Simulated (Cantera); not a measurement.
AlCl3 + N2 + H2 (aluminium nitride and oxide growth)

A closed system holds: 1 mol AlCl3, 3.8 mol N2, 570 mol H2, equilibrated at 0.420 bar.

Equilibrium computed with Cantera from the NASA thermochemical tables; the gas is ideal and each condensed phase is pure. Candidate condensed phases: Al, AlCl3, AlN, NH4Cl; 20 gas species. The tables' values for AlCl2 are old estimates; treat these amounts as uncertain. Equilibrium is a limit: real reactors are often held back by kinetics, nucleation or transport.

From 650 K to 1650 K the condensed part is AlN(s). At 1750 K nothing is condensed. The main Al-bearing gas is AlCl3 at 650 K and AlCl at 1750 K. The share of Al in condensed phases is highest at 650 K (99.5 %) and lowest at 1750 K (0.0 %).

```csv
T (K),x H2,x N2,x HCl,x AlCl,x NH3,x H,x AlCl2,n AlN(s)
650,0.989,0.00546,0.00520,<1e-12,0.000572,<1e-12,<1e-12,0.995
750,0.989,0.00567,0.00519,<1e-12,0.000159,<1e-12,<1e-12,0.994
850,0.989,0.00572,0.00518,<1e-12,5.80e-5,3.14e-11,3.12e-11,0.992
950,0.989,0.00574,0.00517,8.61e-12,2.58e-5,8.54e-10,8.40e-10,0.990
1050,0.989,0.00575,0.00516,6.17e-10,1.33e-5,1.24e-8,1.20e-8,0.988
1150,0.989,0.00575,0.00515,2.08e-8,7.64e-6,1.14e-7,1.07e-7,0.986
1250,0.989,0.00575,0.00514,3.95e-7,4.78e-6,7.42e-7,6.63e-7,0.984
1350,0.989,0.00576,0.00512,4.80e-6,3.21e-6,3.66e-6,3.11e-6,0.979
1450,0.989,0.00578,0.00506,4.06e-5,2.27e-6,1.45e-5,1.15e-5,0.952
1550,0.989,0.00589,0.00482,0.000247,1.70e-6,4.83e-5,3.28e-5,0.823
1650,0.988,0.00628,0.00402,0.00102,1.34e-6,0.000139,6.08e-5,0.368
1750,0.988,0.00660,0.00342,0.00168,1.09e-6,0.000357,4.91e-5,0
```
x: gas mole fraction; n: condensed amount in mol.
